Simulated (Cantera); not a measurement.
Equilibrium for carbothermic reduction: SiO2 + CH4 + H2

A closed system holds: 1 mol SiO2, 1.1 mol CH4, 4.4 mol H2, equilibrated at 2248.15 K and 0.00450 bar.

These are equilibrium values from Cantera (NASA tables, ideal gas, pure condensed phases), not measurements of a reactor. Candidate condensed phases: C, C6H6, C7H8, C8H18, H2O, Si, SiC, SiO2; 123 gas species. Gases not in the tables: Si2H6 and higher silanes. Kinetics and transport are ignored.

```yaml
x(H2): 0.679
x(CO): 0.121
x(SiO): 0.0988
x(H): 0.0903
x(Si): 0.0107
x(SiH): 0.000238
x(SiH2): 2.08e-5
x(Si2): 1.54e-5
x(Si2C): 6.17e-6
gas_amount: 9.110 mol
log10 activity of Si(l) (absent): -1.08
log10 activity of C(graphite) (absent): -1.90
```
